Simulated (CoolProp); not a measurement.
The fluid at 293.15 K and 0.284 MPa (stagnation) flows isentropically through a choked orifice. The same conditions are run with several fluids, on thermodynamics alone (safety and materials aside).

Values from CoolProp's reference Helmholtz-energy equation of state of each fluid (R22: Kamei 1995; R152A: Outcalt 1996; R404A: Lemmon 2003; carbonyl sulfide: Lemmon 2006). Blends and air are pseudo-pure fits.

```csv
fluid,throat to inlet pressure ratio,mass flux (kg/(m² s)),throat temperature (K)
R22,0.570,1110,268.0
R152A,0.579,968,271.9
R404A,0.586,1150,276.6
carbonyl sulfide,0.553,944,258.8
```
